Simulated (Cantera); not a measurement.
# Thermodynamics of iron carbonyl, mercury and lead vapours, feed Pb + CO + N2

A closed system holds: 1 mol Pb, 0.27 mol CO, 0.15 mol N2, held at 0.170 bar.

Method: chemical equilibrium by Gibbs-energy minimisation in Cantera with the NASA 1993 tables (ideal gas, pure condensed phases). Candidate condensed phases: C, Pb, PbO, PbO2, Pb3O4; 27 gas species. The numbers say what is thermodynamically allowed, not how fast it happens.

From 725 K to 1375 K the condensed part is C(graphite) + Pb(l). The main Pb-bearing gas is Pb throughout.

| T (K) | x CO | x N2 | x CO2 | x Pb | x Pb2 | x PbO | n C(graphite) | n Pb(l) |
|---|---|---|---|---|---|---|---|---|
| 725 | 0.0424 | 0.515 | 0.442 | 1.98e-8 | <1e-12 | <1e-12 | 0.129 | 1.00 |
| 775 | 0.101 | 0.500 | 0.399 | 1.46e-7 | <1e-12 | <1e-12 | 0.120 | 1.00 |
| 825 | 0.205 | 0.472 | 0.322 | 8.44e-7 | <1e-12 | <1e-12 | 0.102 | 1.00 |
| 875 | 0.346 | 0.435 | 0.219 | 3.97e-6 | 1.46e-12 | <1e-12 | 0.0754 | 1.000 |
| 925 | 0.482 | 0.400 | 0.119 | 1.57e-5 | 1.47e-11 | 1.62e-12 | 0.0445 | 1.000 |
| 975 | 0.571 | 0.376 | 0.0532 | 5.39e-5 | 1.16e-10 | 5.98e-12 | 0.0212 | 1.000 |
| 1025 | 0.613 | 0.365 | 0.0220 | 0.000164 | 7.42e-10 | 1.79e-11 | 0.00903 | 1.000 |
| 1075 | 0.630 | 0.360 | 0.00917 | 0.000447 | 3.98e-9 | 4.67e-11 | 0.00382 | 1.000 |
| 1125 | 0.637 | 0.358 | 0.00403 | 0.00111 | 1.83e-8 | 1.10e-10 | 0.00169 | 1.000 |
| 1175 | 0.639 | 0.357 | 0.00188 | 0.00256 | 7.36e-8 | 2.39e-10 | 0.000789 | 0.999 |
| 1225 | 0.638 | 0.356 | 0.000927 | 0.00550 | 2.63e-7 | 4.87e-10 | 0.000391 | 0.998 |
| 1275 | 0.635 | 0.353 | 0.000481 | 0.0111 | 8.48e-7 | 9.31e-10 | 0.000204 | 0.995 |
| 1325 | 0.629 | 0.350 | 0.000260 | 0.0212 | 2.49e-6 | 1.69e-9 | 0.000111 | 0.991 |
| 1375 | 0.618 | 0.343 | 0.000144 | 0.0386 | 6.76e-6 | 2.90e-9 | 6.31e-5 | 0.983 |
x: gas mole fraction; n: condensed amount in mol.
